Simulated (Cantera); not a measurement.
Feed: 1 mol MgCO₃, 1.5 mol H₂, 0.7 mol H₂O, held at 2173.15 K and 100 Torr.

Cantera equilibrium calculation (NASA polynomials, part measured and part estimated; ideal gas, pure solids and liquids). Candidate condensed phases: C, C₆H₆, C₇H₈, C₈H₁₈, H₂O, Mg, MgCO₃, MgO, Mg(OH)₂; 116 gas species. The numbers say what is thermodynamically allowed, not how fast it happens.

Base state: H₂O 0.445, H₂ 0.236, CO 0.228, CO₂ 0.0829, H 0.00642, OH 0.00162, Mg 0.000585, MgOH 9.44e-5 (mole fractions); condensed: MgO(s).

Problem. What changes in the equilibrium state with this change: temperature from 2173.15 K to 1023.15 K?

Solution. 
```tsv
species	before	after
H₂O	0.445	0.351
H₂	0.236	0.336
CO₂	0.0829	0.180
CO	0.228	0.132
Mg	0.000585	<1e-9
OH	0.00162	<1e-9
H	0.00642	6.60e-9
MgOH	9.44e-5	<1e-9
Mg(OH)₂	6.24e-5	<1e-9
MgO(s), mol	0.998	1.00
```
